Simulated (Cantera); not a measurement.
Feed: 1 mol SiH4, 1.5 mol HCl, 110 mol H2, equilibrated at 2448 K and 24.0 mbar.

Method: chemical equilibrium by Gibbs-energy minimisation in Cantera with the NASA 1993 tables (ideal gas, pure condensed phases). Candidate condensed phases: Si; 19 gas species. The tables' values for SiCl are old estimates; treat these amounts as uncertain. Gases not in the tables: Si2H6 and higher silanes. The numbers say what is thermodynamically allowed, not how fast it happens.

Base state: H2 0.860, H 0.119, HCl 0.0111, Si 0.00774, Cl 0.00109, SiH 0.000319, SiCl 7.29e-5, SiH2 4.23e-5 (mole fractions); condensed: gas only.

Problem. What changes in the equilibrium state with this change: SiH4 replaced by CH3SiCl3?

Solution. 
| species | before | after |
|---|---|---|
| H2 | 0.860 | 0.835 |
| H | 0.119 | 0.117 |
| HCl | 0.0111 | 0.0330 |
| C2H2 (acetylene) | 0 | 0.00328 |
| Si | 0.00774 | 0.00660 |
| SiC2 | 0 | 0.000668 |
| Si2C | 0 | 0.000130 |
The feed counts by its element totals alone. Further candidate phases: C, C6H6, C7H8, C8H18, SiC.
